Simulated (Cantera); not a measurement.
Input: 1 mol B2O3, 6 mol H2, held at 1000 Pa.

Equilibrium computed with Cantera from the NASA thermochemical tables; the gas is ideal and each condensed phase is pure. Candidate condensed phases: B, B2O3, B3O3H3, H2O; 23 gas species. Kinetics and transport are ignored. All values below are at 2050 K.

Base state: H2 0.768, B2O3 0.0683, HBO2 0.0648, HBO 0.0472, H 0.0199, BO 0.0169, B2O2 0.00735, H2O 0.00693 (mole fractions); condensed: gas only.

**Question.** What changes in the equilibrium state with this change: 1.7 mol H2O added?

**Answer.** 
```json
[
 {"species": "H2", "before": "0.768", "after": "0.666"},
 {"species": "HBO2", "before": "0.0648", "after": "0.165"},
 {"species": "H2O", "before": "0.00693", "after": "0.115"},
 {"species": "HBO", "before": "0.0472", "after": "0.00628"},
 {"species": "BO", "before": "0.0169", "after": "0.00242"},
 {"species": "B2O3", "before": "0.0683", "after": "0.0266"},
 {"species": "H", "before": "0.0199", "after": "0.0185"},
 {"species": "B2O2", "before": "0.00735", "after": "0.000150"},
 {"species": "OH", "before": "1.96e-5", "after": "0.000349"},
 {"species": "BO2", "before": "0.000221", "after": "0.000603"}
]
```
